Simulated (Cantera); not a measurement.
**Equilibrium for nitride etching: AlN + Cl2**

Input: 1 mol AlN, 11 mol Cl2, at 1.20 mbar.

These are equilibrium values from Cantera (NASA tables, ideal gas, pure condensed phases), not measurements of a reactor. Candidate condensed phases: Al, AlCl3, AlN; 11 gas species. The tables' values for AlCl2 are old estimates; treat these amounts as uncertain. The numbers say what is thermodynamically allowed, not how fast it happens.

```tsv
T (°C)	x Cl	x Cl2	x AlCl3	x N2	x AlCl2
727	0.0104	0.854	0.0904	0.0452	9.02e-12
827	0.0398	0.827	0.0891	0.0446	2.41e-10
927	0.118	0.753	0.0855	0.0428	3.73e-9
1027	0.278	0.604	0.0783	0.0391	3.83e-8
1127	0.511	0.388	0.0677	0.0338	2.98e-7
1227	0.727	0.186	0.0578	0.0289	2.03e-6
1327	0.850	0.0718	0.0523	0.0261	1.31e-5
1427	0.899	0.0263	0.0500	0.0250	7.69e-5
1527	0.916	0.0101	0.0489	0.0246	0.000389
```
x: gas mole fraction; nothing condenses.

From 727 °C to 1527 °C nothing is condensed. The main Al-bearing gas is AlCl3 throughout.
